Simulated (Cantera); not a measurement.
**Hydrocarbon pyrolysis for carbon deposition**

A perfectly stirred reactor is fed with C₂H₆ : N₂ = 1 : 180 (molar parts), at 0.0133 bar; it is held at 1525 K, and followed from long to short residence time.

Computed with Cantera and GRI-Mech 3.0 (53 species, 325 reactions). GRI-Mech 3.0 stops at C3 and has no aromatics, soot or wall deposition, so with more carbon than oxygen in the feed, carbon stays in small species such as C2H2 where larger ones or solid carbon would form. Radical loss at walls, strong at low pressure, is not modelled.

```csv
τ (s),x C₂H₆,x C₂H₂,x HCN,x CH₂,x H,x CH₃
12,2.73e-6,0.00525,8.16e-5,3.20e-7,9.39e-5,4.86e-5
3.0,9.75e-6,0.00513,4.93e-5,6.55e-7,0.000111,9.20e-5
0.81,3.25e-5,0.00487,2.87e-5,1.22e-6,0.000129,0.000170
0.21,0.000112,0.00429,1.56e-5,2.15e-6,0.000148,0.000321
0.056,0.000369,0.00315,8.06e-6,3.40e-6,0.000163,0.000591
0.015,0.00117,0.00144,3.71e-6,4.45e-6,0.000158,0.00102
0.0040,0.00306,0.000213,1.12e-6,3.75e-6,0.000111,0.00125
0.0010,0.00496,2.38e-6,5.89e-8,9.92e-7,3.07e-5,0.000672
0.00028,0.00540,3.43e-9,4.55e-11,4.96e-8,2.26e-6,0.000222
```
x: mole fraction; the columns are a selection and need not sum to one.
